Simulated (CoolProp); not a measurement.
The numbers come from the reference Helmholtz-energy equation of state, Lemmon 2004 in CoolProp. It is a short technical equation, of lower accuracy than the large ones.

For n-dodecane, give the phase and the expansivity (1/kK), conductivity (mW/(m K)), Prandtl number at 613.7 K and 7.53 bar.


- 613.7 K and 7.53 bar: gas; expansivity 4.58, conductivity 42.2, Prandtl number 0.705

Viscosity comes from a separate model (Huber 2004). Thermal conductivity comes from a separate model (Huber 2004).
